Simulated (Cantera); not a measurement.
A closed system holds: 1 mol ZrN, 2.7 mol N2, held at 1 atm.

These are equilibrium values from Cantera (NASA tables, ideal gas, pure condensed phases), not measurements of a reactor. Candidate condensed phases: Zr, ZrN; 9 gas species. Ions and electrons are included (thermal ionisation). The numbers say what is thermodynamically allowed, not how fast it happens. All values below are at 5000 K.

Base state: N2 0.737, Zr 0.235, N 0.0283, ZrN 1.41e-5 (mole fractions); condensed: gas only.

**Question.** What changes in the equilibrium state with this change: pressure from 1 atm to 13.3 mbar?

**Answer.** 
```
species   before    after
-------  -------  -------
N2         0.737    0.571
N         0.0283    0.217
Zr         0.235    0.212
e-       7.73e-7  1.09e-5
ZrN      1.41e-5  1.28e-6
```
